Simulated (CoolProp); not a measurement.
Model: reference Helmholtz-energy equation of state, Akasaka 2015, in CoolProp.

Task: Give the vapour pressure (MPa), liquid cp (kJ/(kg K)), surface tension (mN/m), liquid viscosity (µPa s) of saturated R245fa at 69.95 °C.

Result: 
```tsv
T (°C)	p (MPa)	liquid cp (kJ/(kg K))	surface tension (mN/m)	liquid viscosity (µPa s)
69.95	0.609	1.45	8.06	236
```

Viscosity comes from a separate model (Bell 2016), an estimate that may be off by 10 % or more. Surface tension comes from a separate correlation (Mulero 2012).
